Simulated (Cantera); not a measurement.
What does this Cantera script print?

```python
import numpy as np
import cantera as ct

gas = ct.Solution("h2o2.yaml")
gas.TPX = 1248, 22000, {'H2': 1, 'O2': 0.806, 'N2': 3.03}
reactor = ct.IdealGasConstPressureReactor(gas, energy="on", clone=False)
net = ct.ReactorNet([reactor])
net.rtol, net.atol = 1e-08, 1e-16
show = ['H2', 'O2', 'O', 'HO2', 'H', 'H2O']
times = np.geomspace(2e-06, 3, 13)

steps = ct.SolutionArray(gas, extra=["t"])
rows = []
print(f"{'t/s':>10s}{'T/K':>9s}{'P/Pa':>11s}" + "".join(f"{s:>11s}" for s in show))
for t in times:
    while net.time < t:
        t_next = net.step()
        steps.append(gas.state, t=t_next)
    rows.append([np.interp(t, steps.t, y) for y in (steps.T, steps.P, *steps(*show).X.T)])
    print(f"{t:10.3e}{rows[-1][0]:9.1f}{rows[-1][1]:11.4g}" + "".join(f"{x:11.3e}" for x in rows[-1][2:]))
rate = np.gradient(steps.T, steps.t)
print("integrator steps:", len(steps.t))
if steps.T.max() > steps.T[0] + 200:
    print(f"time of steepest temperature rise: {steps.t[rate.argmax()]:.4e} s")
gas.TPX = 1248, 22000, {'H2': 1, 'O2': 0.806, 'N2': 3.03}
gas.equilibrate("HP")
print(f"equilibrium (HP): T = {gas.T:.1f} K  " + "  ".join(f"{s} {gas[s].X[0]:.3e}" for s in show))
```

Result:

```
       t/s      T/K       P/Pa         H2         O2          O        HO2          H        H2O
 2.000e-06   1248.0    2.2e+04  2.068e-01  1.667e-01  1.631e-10  2.507e-09  2.437e-09  1.066e-10
 6.542e-06   1248.0    2.2e+04  2.068e-01  1.667e-01  1.300e-09  8.252e-09  9.198e-09  2.393e-09
 2.140e-05   1248.0    2.2e+04  2.068e-01  1.667e-01  1.408e-08  2.825e-08  7.486e-08  6.369e-08
 6.999e-05   1248.0    2.2e+04  2.068e-01  1.667e-01  2.800e-06  4.920e-07  1.436e-05  1.749e-05
 2.289e-04   1590.6    2.2e+04  2.668e-02  7.629e-02  3.069e-02  9.277e-06  6.880e-02  1.431e-01
 7.489e-04   2079.6    2.2e+04  2.226e-02  6.870e-02  2.077e-02  4.015e-06  2.693e-02  1.719e-01
 2.449e-03   2403.5    2.2e+04  1.223e-02  6.628e-02  9.893e-03  4.108e-06  7.790e-03  1.977e-01
 8.012e-03   2477.8    2.2e+04  9.118e-03  6.622e-02  7.170e-03  5.556e-06  4.679e-03  2.047e-01
 2.621e-02   2477.9    2.2e+04  9.111e-03  6.622e-02  7.164e-03  5.560e-06  4.673e-03  2.047e-01
 8.572e-02   2477.9    2.2e+04  9.111e-03  6.622e-02  7.164e-03  5.560e-06  4.673e-03  2.047e-01
 2.804e-01   2477.9    2.2e+04  9.111e-03  6.622e-02  7.164e-03  5.560e-06  4.673e-03  2.047e-01
 9.172e-01   2477.9    2.2e+04  9.111e-03  6.622e-02  7.164e-03  5.560e-06  4.673e-03  2.047e-01
 3.000e+00   2477.9    2.2e+04  9.111e-03  6.622e-02  7.164e-03  5.560e-06  4.673e-03  2.047e-01
integrator steps: 1220
time of steepest temperature rise: 1.6007e-04 s
equilibrium (HP): T = 2477.9 K  H2 9.111e-03  O2 6.622e-02  O 7.164e-03  HO2 5.560e-06  H 4.673e-03  H2O 2.047e-01
```

Detailed kinetics in Cantera: the H2/O2 subset of GRI-Mech 3.0, which has no nitrogen chemistry.
